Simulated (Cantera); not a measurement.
Reactions in the system N-O-V

Source: NASA polynomial tables (part measured, part estimated), evaluated in Cantera. Values are per mole of reaction as written; species without (g) are pure solids or liquids, kept so even where they would boil at 1 bar. VN: taken at fixed stoichiometry.

V₂O₃ + N₂O(g) → 4 O(g) + 2 VN

```
T (K)  ΔH° (kJ)  ΔS° (J/K)  ΔG° (kJ)  log10 K
-----  --------  ---------  --------  -------
1323     1701.8      408.2    1161.7   -45.87
1373     1701.4      407.9    1141.3   -43.42
1423     1701.0      407.6    1120.9   -41.15
1473     1700.5      407.3    1100.6   -39.03
1523     1700.0      406.9    1080.2   -37.05
1573     1699.4      406.6    1059.9   -35.19
1623     1698.8      406.2    1039.6   -33.46
1673     1698.2      405.8    1019.3   -31.82
1723     1697.5      405.4     999.0   -30.28
1773     1696.7      405.0     978.7   -28.83
1823     1695.9      404.5     958.5   -27.46
```
